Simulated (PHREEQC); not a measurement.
Solution (25 °C): 17 mmol/kgw HF, 10 mmol/kgw NaF and 0.0033 mmol/kgw H4SiO4. Closed to the air; pH follows from the charge balance.

All values are PHREEQC results (ion-association model, wateq4f.dat), not measurements.

This is a speciation only: nothing precipitates in the calculation.

**Question.** What pH, ionic strength does the model give?

**Answer.** pH 2.99; ionic strength 0.0111 mol/kgw.

**Question.** In which forms is F present?

**Answer.** HF 53 %, F- 39 %, HF2- 4.3 %, H2F2 3.9 % of the F.

SiF6-2 is the database's only silicon fluoride.
